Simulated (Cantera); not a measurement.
A closed system holds: 1 mol Al(CH3)3, 9.1 mol NH3, 1.2 mol N2, equilibrated at 0.0100 bar.

These are equilibrium values from Cantera (NASA tables, ideal gas, pure condensed phases), not measurements of a reactor. Candidate condensed phases: Al, AlN, C, C6H6, C7H8, C8H18; 97 gas species. The feed counts by its element totals alone. Rates play no part.

x: gas mole fraction; n: condensed amount in mol.

| T (K) | x H2 | x N2 | x H | x HCN | x Al | x C2H2 (acetylene) | x HNC | n AlN(s) | n C(graphite) |
|---|---|---|---|---|---|---|---|---|---|
| 1273 | 0.776 | 0.224 | 6.28e-6 | 6.66e-5 | 1.42e-11 | 2.88e-7 | (withheld) | 1.00 | 3.00 |
| 1373 | 0.775 | 0.224 | 2.93e-5 | 0.000166 | 1.15e-9 | 1.34e-6 | (withheld) | 1.00 | 3.00 |
| 1473 | 0.775 | 0.224 | 0.000111 | 0.000363 | 5.12e-8 | 5.04e-6 | (withheld) | 1.000 | 2.99 |
| 1573 | 0.775 | 0.224 | 0.000358 | 0.000719 | 1.40e-6 | 1.60e-5 | (withheld) | 1.000 | 2.98 |
| 1673 | 0.774 | 0.224 | 0.00100 | 0.00131 | 2.55e-5 | 4.41e-5 | (withheld) | 0.999 | 2.97 |
| 1773 | 0.772 | 0.223 | 0.00250 | 0.00223 | 0.000334 | 0.000108 | (withheld) | 0.992 | 2.94 |
| 1873 | 0.765 | 0.222 | 0.00564 | 0.00356 | 0.00331 | 0.000239 | (withheld) | 0.919 | 2.90 |

Question: Some entries are withheld; supply them.

Answer: 
- 1273, x HNC: 4.72e-7
- 1373, x HNC: 1.78e-6
- 1473, x HNC: 5.60e-6
- 1573, x HNC: 1.52e-5
- 1673, x HNC: 3.66e-5
- 1773, x HNC: 7.95e-5
- 1873, x HNC: 0.000158
